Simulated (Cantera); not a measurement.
Feed: 1 mol CsCl, 0.32 mol O₂, a varied amount of N₂, held at 1448.15 K and 10.0 Torr.

These are equilibrium values from Cantera (NASA tables, ideal gas, pure condensed phases), not measurements of a reactor. Candidate condensed phases: Cs, CsCl; 18 gas species. Equilibrium is a limit: real reactors are often held back by kinetics, nucleation or transport.

x: gas mole fraction; nothing condenses.

```
n(N₂) (mol)   x N₂   x CsCl     x O₂     x NO  x Cs₂Cl₂     x Cl     x Cs
-----------  -----  -------  -------  -------  --------  -------  -------
12           0.901   0.0749   0.0239        ?   8.46e-5  6.39e-6  6.37e-6
38           0.966   0.0254  0.00804        ?   9.74e-6  3.72e-6  3.71e-6
64           0.980   0.0153  0.00482        ?   3.53e-6  2.88e-6  2.88e-6
89           0.985   0.0111  0.00347        ?   1.85e-6  2.45e-6  2.45e-6
110          0.988  0.00898  0.00281        ?   1.22e-6  2.21e-6  2.21e-6
140          0.991  0.00707  0.00221        ?   7.55e-7  1.96e-6  1.96e-6
170          0.992  0.00583  0.00182  9.83e-5   5.13e-7  1.78e-6  1.78e-6
190          0.993  0.00522  0.00163  9.29e-5   4.12e-7  1.69e-6  1.68e-6
220          0.994  0.00452  0.00140  8.64e-5   3.08e-7  1.57e-6  1.57e-6
240          0.994  0.00414  0.00128  8.27e-5   2.59e-7  1.50e-6  1.50e-6
270          0.995  0.00368  0.00114  7.79e-5   2.05e-7  1.42e-6  1.41e-6
290          0.995  0.00343  0.00106  7.52e-5   1.78e-7  1.37e-6  1.36e-6
```

What belongs in the gaps?


- 12, x NO: 0.000339
- 38, x NO: 0.000204
- 64, x NO: 0.000159
- 89, x NO: 0.000135
- 110, x NO: 0.000122
- 140, x NO: 0.000108
